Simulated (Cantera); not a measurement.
Input: 1 mol trisilylamine, 0.43 mol N₂, at 0.100 bar.

Cantera equilibrium calculation (NASA polynomials, part measured and part estimated; ideal gas, pure solids and liquids). Candidate condensed phases: Si, Si₃N₄; 18 gas species. The feed counts by its element totals alone. Mutual solubility and eutectic melting of coexisting phases are not modelled. The tables' values for SiN are old estimates; treat these amounts as uncertain. Gases not in the tables: Si₂H₆ and higher silanes. Equilibrium is a limit: real reactors are often held back by kinetics, nucleation or transport.

log p: log10 of the partial pressure in bar; n: condensed amount in mol.

| T (°C) | log p H₂ | log p N₂ | log p H | log p Si | log p SiH₂ | log p SiH | n Si(s) | n Si₃N₄(s) | n Si(l) |
|---|---|---|---|---|---|---|---|---|---|
| 527 | -1.00 | <-13 | -12.04 | <-13 | <-13 | <-13 | 1.60 | 0.465 | 0 |
| 627 | -1.00 | -12.95 | -10.43 | <-13 | -12.43 | <-13 | 1.60 | 0.465 | 0 |
| 727 | -1.00 | -10.79 | -9.14 | <-13 | -11.03 | <-13 | 1.60 | 0.465 | 0 |
| 827 | -1.00 | -9.02 | -8.09 | <-13 | -9.88 | -12.65 | 1.60 | 0.465 | 0 |
| 927 | -1.00 | -7.55 | -7.20 | -11.86 | -8.92 | -11.18 | 1.60 | 0.465 | 0 |
| 1027 | -1.00 | -6.30 | -6.46 | -10.36 | -8.12 | -9.94 | 1.61 | 0.465 | 0 |
| 1127 | -1.00 | -5.24 | -5.81 | -9.08 | -7.42 | -8.89 | 1.61 | 0.465 | 0 |
| 1227 | -1.00 | [?] | [?] | [?] | [?] | [?] | 1.61 | 0.464 | 0 |
| 1327 | -1.00 | -3.52 | -4.77 | -7.01 | -6.30 | -7.17 | 1.63 | 0.458 | 0 |
| 1427 | -1.01 | [?] | [?] | [?] | [?] | [?] | 0 | 0.429 | [?] |
| 1527 | -1.04 | -2.06 | -3.97 | -5.50 | -5.56 | -5.96 | 0 | 0.248 | 2.26 |
| 1627 | -1.08 | -1.77 | -3.64 | -4.90 | -5.32 | -5.50 | 0 | 0 | 3.00 |
| 1727 | -1.08 | -1.77 | -3.33 | -4.36 | -5.06 | -5.07 | 0 | 0 | 3.00 |

Task: What belongs in the gaps?

Result: 
- 1227, log p N₂: -4.32
- 1227, log p H: -5.25
- 1227, log p Si: -7.98
- 1227, log p SiH₂: -6.82
- 1227, log p SiH: -7.97
- 1427, log p N₂: -2.81
- 1427, log p H: -4.34
- 1427, log p Si: -6.17
- 1427, log p SiH₂: -5.86
- 1427, log p SiH: -6.48
- 1427, n Si(l): 1.71
